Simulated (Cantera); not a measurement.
# Stirred combustor or abatement burner

A perfectly stirred reactor is fed with CH₄ : O₂ : N₂ = 1 : 1.43 : 8.86 (molar parts), equivalence ratio 1.4, at 100000 Pa; it is adiabatic with a 773 K inlet, and is followed from long to short residence time, starting on the burning branch (τ in s: 0.048, 0.023, 0.011, 0.0052, 0.0025, 0.0012, 0.00057, 0.00027, 0.00013, 6.1e-05, 2.9e-05, 1.4e-05, 6.6e-06).

Model: GRI-Mech 3.0 (53 species, 325 reactions), integrated in Cantera.

| τ (s) | T (K) | x CH₄ | x O₂ | x NO₂ | x NO | x HCN | x C₂H₄ |
|---|---|---|---|---|---|---|---|
| 0.048 | 1927 | 0.000664 | 0.000364 | 4.74e-10 | 8.90e-5 | 8.84e-5 | 5.61e-6 |
| 0.023 | 1923 | 0.000797 | 0.000606 | 6.38e-10 | 9.07e-5 | 0.000117 | 1.02e-5 |
| 0.011 | 1918 | 0.000930 | 0.000990 | 8.50e-10 | 8.93e-5 | 0.000144 | 1.73e-5 |
| 0.0052 | 1908 | 0.00111 | 0.00163 | 1.12e-9 | 8.28e-5 | 0.000161 | 2.88e-5 |
| 0.0025 | 1893 | 0.00141 | 0.00273 | 1.43e-9 | 6.97e-5 | 0.000154 | 4.91e-5 |
| 0.0012 | 1865 | 0.00205 | 0.00495 | 1.80e-9 | 4.81e-5 | 0.000116 | 9.47e-5 |
| 0.00057 | 773 | 0.0886 | 0.127 | <1e-12 | <1e-12 | <1e-12 | <1e-12 |
| 0.00027 | 773 | 0.0886 | 0.127 | <1e-12 | <1e-12 | <1e-12 | <1e-12 |
| 0.00013 | 773 | 0.0886 | 0.127 | <1e-12 | <1e-12 | <1e-12 | <1e-12 |
| 6.1e-5 | 773 | 0.0886 | 0.127 | <1e-12 | <1e-12 | <1e-12 | <1e-12 |
| 2.9e-5 | 773 | 0.0886 | 0.127 | <1e-12 | <1e-12 | <1e-12 | <1e-12 |
| 1.4e-5 | 773 | 0.0886 | 0.127 | <1e-12 | <1e-12 | <1e-12 | <1e-12 |
| 6.6e-6 | 773 | 0.0886 | 0.127 | <1e-12 | <1e-12 | <1e-12 | <1e-12 |
x: mole fraction; the columns are a selection and need not sum to one.
